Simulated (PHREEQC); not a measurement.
Buffer

Make-up at 25 °C: 0.14 mol KHCO3 and 0.0061 mol Na2B4O7 per kg of water. Closed to the air; pH follows from the charge balance.

Computed with PHREEQC (ion-association model, phreeqc.dat).

```json
{
  "pH": "8.63",
  "ionic_strength": "0.157 mol/kgw",
  "density": "1.007 g/cm³",
  "total_alkalinity": "152 meq/kg"
}
```

```tsv
species	molality	activity	log γ
K+	0.140	0.102	-0.137
HCO3-	0.133	0.101	-0.119
H3BO3	0.0182	0.0189	0.016
Na+	0.0113	0.00859	-0.119
H2BO3-	0.00619	0.00468	-0.121
CO3-2	0.00609	0.00204	-0.475
CO2	0.000510	0.000528	0.016
NaHCO3	0.000469	0.000487	0.016
```

This is a speciation only: nothing precipitates in the calculation.
